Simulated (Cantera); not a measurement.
A closed system holds: 1 mol HMDSO, 0.94 mol H2O, equilibrated at 4300 Pa.

These are equilibrium values from Cantera (NASA tables, ideal gas, pure condensed phases), not measurements of a reactor. Candidate condensed phases: C, C6H6, C7H8, C8H18, H2O, Si, SiC, SiO2; 123 gas species. The feed counts by its element totals alone. Mutual solubility and eutectic melting of coexisting phases are not modelled. The tables hold silica as quartz up to 1696 K and as liquid above; real silica turns to tridymite and cristobalite and melts near 1996 K. Rates play no part.

x: gas mole fraction; n: condensed amount in mol.

```
T (K)   x H2      x CO       x H  x SiO  x C2H2 (acetylene)  n C(graphite)  n SiC(s)  n SiO2(β-quartz)
-----  -----  --------  --------  -----  ------------------  -------------  --------  ----------------
1173   0.999  0.000631   5.68e-7      ?             6.12e-8           4.95      1.03             0.967
1273   0.992   0.00718   3.43e-6      ?             3.69e-7           4.86      1.07             0.934
1373   0.943    0.0569   1.56e-5      ?             1.63e-6           4.07      1.33             0.670
1473   0.837     0.163   5.58e-5      ?             5.44e-6           2.07      2.00                 0
1573   0.836     0.163  0.000179      ?             1.73e-5           2.07      1.99                 0
1673   0.836     0.163  0.000502      ?             4.76e-5           2.07      1.99                 0
1773   0.835     0.162   0.00125      ?            0.000117           2.08      1.99                 0
1873   0.834     0.162   0.00284      ?            0.000260           2.08      1.99                 0
1973   0.831     0.161   0.00593      ?            0.000532           2.08      1.98                 0
2073   0.825     0.161    0.0115      ?             0.00101           2.08      1.98                 0
```

**Question.** Complete the blanks.

**Answer.** 
- 1173, x SiO: 2.12e-7
- 1273, x SiO: 4.57e-6
- 1373, x SiO: 6.23e-5
- 1473, x SiO: 0.000285
- 1573, x SiO: 0.000427
- 1673, x SiO: 0.000609
- 1773, x SiO: 0.000834
- 1873, x SiO: 0.00110
- 1973, x SiO: 0.00141
- 2073, x SiO: 0.00176
